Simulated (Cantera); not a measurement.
Input: 1 mol S, 9.9 mol H2O, 1.1 mol O2, at 50.0 mbar.

Cantera equilibrium calculation (NASA polynomials, part measured and part estimated; ideal gas, pure solids and liquids). Candidate condensed phases: H2O, H2SO4, S; 19 gas species. Kinetics and transport are ignored. All values below are at 3148 K.

Base state: H 0.380, O 0.198, H2 0.122, OH 0.105, H2O 0.0910, O2 0.0580, SO 0.0238, SO2 0.0116 (mole fractions); condensed: gas only.

### Question
What changes in the equilibrium state with this change: S replaced by CS2?

### Answer
| species | before | after |
|---|---|---|
| H | 0.380 | 0.382 |
| O | 0.198 | 0.162 |
| H2 | 0.122 | 0.123 |
| CO | 0 | 0.0406 |
| SO | 0.0238 | 0.0451 |
| S | 0.00977 | 0.0225 |
| SO2 | 0.0116 | 0.0180 |
| O2 | 0.0580 | 0.0390 |
| OH | 0.105 | 0.0867 |
| H2O | 0.0910 | 0.0754 |
| CO2 | 0 | 0.00323 |
| S2 | 3.27e-5 | 0.000174 |
| H2S | 1.27e-5 | 2.96e-5 |
| SH | 0.000711 | 0.00165 |
Further candidate phases: C, C6H6, C7H8, C8H18.
